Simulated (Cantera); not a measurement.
Input: 1 mol TiC, 0.011 mol C, 0.4 mol H₂, held at 2675 K and 1.00 bar.

Method: chemical equilibrium by Gibbs-energy minimisation in Cantera with the NASA 1993 tables (ideal gas, pure condensed phases). Candidate condensed phases: C, C₆H₆, C₇H₈, C₈H₁₈, Ti, TiC; 77 gas species. TiC: taken at fixed stoichiometry. Rates play no part.

Base state: H₂ 0.937, H 0.0500, C₂H₂ (acetylene) 0.0131, CH₄ 8.16e-5, C₄H₂ 7.58e-5, CH₃ 7.51e-5, C₂H 7.08e-5, C₂H₂ (vinylidene) 1.77e-5 (mole fractions); condensed: TiC(s).

Q: What changes in the equilibrium state with this change: temperature from 2675 K to 2848.15 K?

A: 
```
species             before     after
-----------------  -------  --------
H₂                   0.937     0.895
H                   0.0500    0.0915
C₂H₂ (acetylene)    0.0131    0.0127
Ti                 1.58e-5  0.000120
C₃                 3.29e-6   1.24e-5
C₂H                7.08e-5  0.000177
CH₂                8.70e-6   1.74e-5
CH₄                8.16e-5   4.47e-5
C₂H₂ (vinylidene)  1.77e-5   2.77e-5
TiC(s), mol          1.000     1.000
```
